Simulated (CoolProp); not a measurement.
Model: reference Helmholtz-energy equation of state, Zhou 2011, in CoolProp.

For dimethyl carbonate, give the phase and the density (kg/m³), cv (kJ/(kg K)), Joule-Thomson coefficient (K/MPa), isothermal compressibility (1/MPa) at 326.85 °C and 0.861 MPa; 326.85 °C and 7.88 MPa.


- 326.85 °C and 0.861 MPa: gas; density 16.3, cv 1.78, Joule-Thomson coefficient 5.79, isothermal compressibility 1.22
- 326.85 °C and 7.88 MPa: supercritical; density 343, cv 1.91, Joule-Thomson coefficient 6.95, isothermal compressibility 0.258
